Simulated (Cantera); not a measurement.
Cantera run, input and output.

```python
import numpy as np
import cantera as ct

gas = ct.Solution("gri30.yaml")
gas.TPX = 1223, 39000, {'CO': 0.006, 'O2': 0.038, 'H2O': 0.0085, 'N2': 1}
inlet = ct.Reservoir(gas, clone=True)

reactor = ct.IdealGasConstPressureReactor(gas, energy="off", clone=False)
exhaust = ct.Reservoir(gas, clone=True)
tau = [2, 0.67, 0.22, 0.073, 0.024, 0.008, 0.0026, 0.00087][0]
for a, b in ((inlet, reactor), (reactor, exhaust)):
    ct.MassFlowController(a, b, mdot=lambda t: reactor.mass / tau)
net = ct.ReactorNet([reactor])
show = ['CO', 'O2', 'H2O', 'H2', 'N2O', 'NO', 'OH']

rows = []
print(f"{'tau/s':>10s}{'T/K':>9s}" + "".join(f"{s:>11s}" for s in show))
for tau in [2, 0.67, 0.22, 0.073, 0.024, 0.008, 0.0026, 0.00087]:
    net.initial_time = 0.0
    net.advance(30 * tau)
    before = gas.X
    net.advance(40 * tau)
    drift = np.max(np.abs(gas.X - before) / (gas.X + 1e-9))
    rows.append([gas.T, *gas[show].X, drift])
    print(f"{tau:10.3e}{gas.T:9.1f}" + "".join(f"{x:11.3e}" for x in gas[show].X))
```

It prints:

```
     tau/s      T/K         CO         O2        H2O         H2        N2O         NO         OH
 2.000e+00   1223.0  9.159e-05  3.338e-02  8.082e-03  1.767e-06  4.800e-07  2.218e-07  2.848e-05
 6.700e-01   1223.0  1.900e-04  3.342e-02  8.073e-03  3.716e-06  4.208e-07  1.442e-07  4.023e-05
 2.200e-01   1223.0  3.942e-04  3.350e-02  8.058e-03  7.804e-06  3.426e-07  9.266e-08  5.674e-05
 7.300e-02   1223.0  7.928e-04  3.367e-02  8.032e-03  1.558e-05  2.644e-07  6.609e-08  7.841e-05
 2.400e-02   1223.0  1.533e-03  3.398e-02  7.992e-03  2.840e-05  1.914e-07  5.460e-08  1.043e-04
 8.000e-03   1223.0  2.711e-03  3.450e-02  7.945e-03  4.231e-05  1.243e-07  4.137e-08  1.261e-04
 2.600e-03   1223.0  4.231e-03  3.522e-02  7.938e-03  4.086e-05  5.740e-08  1.473e-08  1.214e-04
 8.700e-04   1223.0  5.416e-03  3.589e-02  8.028e-03  1.019e-05  8.902e-09  4.837e-10  5.463e-05
```

Cantera simulation using GRI-Mech 3.0 (53 species, 325 reactions); the numbers are that mechanism's predictions, not measurements.
